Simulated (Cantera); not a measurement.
A closed system holds: 1 mol CsCl, 0.56 mol O2, 0.43 mol N2, at 2075 K and 0.0190 bar.

Method: chemical equilibrium by Gibbs-energy minimisation in Cantera with the NASA 1993 tables (ideal gas, pure condensed phases). Candidate condensed phases: Cs, CsCl; 18 gas species. Kinetics and transport are ignored.

Base state: CsCl 0.496, O2 0.275, N2 0.212, NO 0.00554, O 0.00443, Cl 0.00366, Cs 0.00362, Cs2Cl2 7.44e-5 (mole fractions); condensed: gas only.

What changes in the equilibrium state with this change: pressure from 0.0190 bar to 0.310 bar?


```json
[
 {"species": "CsCl", "before": "0.496", "after": "0.499"},
 {"species": "O2", "before": "0.275", "after": "0.278"},
 {"species": "N2", "before": "0.212", "after": "0.213"},
 {"species": "O", "before": "0.00443", "after": "0.00110"},
 {"species": "Cs2Cl2", "before": "7.44e-5", "after": "0.00123"},
 {"species": "Cs", "before": "0.00362", "after": "0.000886"}
]
```
